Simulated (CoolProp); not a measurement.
R1234yf along the isotherm 410 K: density (kg/m³) from the reference equation and from simpler models built on Tc = 367.8 K, pc = 3.384 MPa, ω = 0.276; each cubic takes its own stable root.

Computed with CoolProp (reference Helmholtz-energy equation of state, Lemmon 2022).

```
p (MPa)          phase  reference
-------  -------------  ---------
0.338              gas      11.59
0.677              gas      23.82
1.02               gas      36.90
1.35               gas      50.23
1.69               gas      64.83
2.03               gas      80.45
2.37               gas      97.25
2.71               gas      115.4
3.05               gas      135.2
3.38               gas      156.2
3.72     supercritical      180.1
4.06     supercritical      206.7
4.4      supercritical      236.7
4.74     supercritical      270.6
5.08     supercritical      309.0
```

Question: How far does each simpler model (van der Waals, Peng-Robinson) lie from the reference over these 15 states: mean and median of the absolute difference, and the worst?

Answer: 
- van der Waals: mean 3.5 %, median 0.4 %, worst +15.4 % at 410 K and 5.08 MPa
- Peng-Robinson: mean 1.3 %, median 1.4 %, worst +2.0 % at 410 K and 3.38 MPa
